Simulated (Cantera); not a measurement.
What does this Cantera script print?

```python
import numpy as np
import cantera as ct

gas = ct.Solution("gri30.yaml")


def delay(T, t_max=10):
    gas.TPX = T, 2400000, {'CH3OH': 1, 'O2': 0.714, 'N2': 2.69}
    reactor = ct.IdealGasReactor(gas, clone=False)
    net = ct.ReactorNet([reactor])
    net.rtol, net.atol = 1e-8, 1e-16
    while net.time < t_max:
        t_old, T_old = net.time, reactor.T
        net.step()
        if reactor.T > T + 400:  # ignition: a rise of 400 K
            return t_old + (T + 400 - T_old) / (reactor.T - T_old) * (net.time - t_old)
    return np.nan


taus = []
for T in [1000, 1075, 1150, 1225, 1300, 1375, 1450, 1525, 1600]:
    taus.append(delay(T))
    print(f"T0 = {T:6g} K   tau = {taus[-1]:.4e} s")
```

It prints:

```
T0 =   1000 K   tau = 4.0916e-02 s
T0 =   1075 K   tau = 7.3646e-03 s
T0 =   1150 K   tau = 1.6537e-03 s
T0 =   1225 K   tau = 4.4616e-04 s
T0 =   1300 K   tau = 1.4057e-04 s
T0 =   1375 K   tau = 5.0645e-05 s
T0 =   1450 K   tau = 2.0538e-05 s
T0 =   1525 K   tau = 9.2501e-06 s
T0 =   1600 K   tau = 4.5667e-06 s
```

Computed with Cantera and GRI-Mech 3.0 (53 species, 325 reactions). GRI-Mech 3.0 was tuned for natural gas; its chemistry of methanol as a main component is partial and can be far from experiment. The pressure lies above the range GRI-Mech 3.0 was tuned for (to about 10 atm).
